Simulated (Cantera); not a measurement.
Feed: 1 mol SiH₂Cl₂, 3.4 mol N₂, 1.1 mol H₂, equilibrated at 88.0 mbar.

Equilibrium computed with Cantera from the NASA thermochemical tables; the gas is ideal and each condensed phase is pure. Candidate condensed phases: NH₄Cl, Si, Si₃N₄; 28 gas species. The tables' values for SiCl₃, SiCl, SiN are old estimates; treat these amounts as uncertain. Gases not in the tables: Si₂H₆ and higher silanes. Equilibrium is a limit: real reactors are often held back by kinetics, nucleation or transport.

log p: log10 of the partial pressure in bar; n: condensed amount in mol.

```tsv
T (°C)	log p N₂	log p H₂	log p HCl	log p SiCl₂	log p SiCl₄	log p SiCl₃	n Si₃N₄(s)	n Si(l)
1227	-1.37	-1.71	-1.62	-2.99	-3.22	-3.35	0.286	0
1277	-1.37	-1.70	-1.64	-2.75	-3.37	-3.28	0.271	0
1327	-1.37	-1.69	-1.67	-2.56	-3.56	-3.25	0.251	0
1377	-1.37	-1.67	-1.72	-2.41	-3.80	-3.27	(withheld)	0
1427	-1.36	-1.66	-1.77	-2.29	-4.07	-3.33	(withheld)	0
1477	-1.36	-1.64	-1.83	-2.20	-4.37	-3.41	(withheld)	0
1527	-1.36	-1.63	-1.89	-2.14	-4.68	-3.51	(withheld)	0
1577	-1.35	-1.62	-1.96	-2.08	-5.00	-3.63	(withheld)	0
1627	-1.35	-1.61	-2.03	-2.04	-5.32	-3.75	(withheld)	0
1677	-1.34	-1.62	-2.04	-2.06	-5.55	-3.85	0	0.337
1727	-1.34	-1.63	-2.03	-2.06	-5.72	-3.92	0	0.342
```

Task: What belongs in the gaps?

Result: 
- 1377, n Si₃N₄(s): 0.228
- 1427, n Si₃N₄(s): 0.203
- 1477, n Si₃N₄(s): 0.177
- 1527, n Si₃N₄(s): 0.154
- 1577, n Si₃N₄(s): 0.132
- 1627, n Si₃N₄(s): 0.113
